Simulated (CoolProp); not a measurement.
The numbers come from the reference Helmholtz-energy equation of state, Lemmon 2006 in CoolProp. It is a short technical equation, of lower accuracy than the large ones.

Q: Give the vapour pressure (bar), vapour density (kg/m³), enthalpy of vaporisation (kJ/kg), liquid conductivity (mW/(m K)) of saturated toluene at 133.85, 140.95, 147.95 °C.

A: 
```csv
T (°C),p (bar),vapour density (kg/m³),enthalpy of vaporisation (kJ/kg),liquid conductivity (mW/(m K))
133.85,1.88,5.45,345,102
140.95,2.23,6.42,340,99.9
147.95,2.63,7.51,335,98.3
```

Thermal conductivity comes from a separate model (Assael 2012).
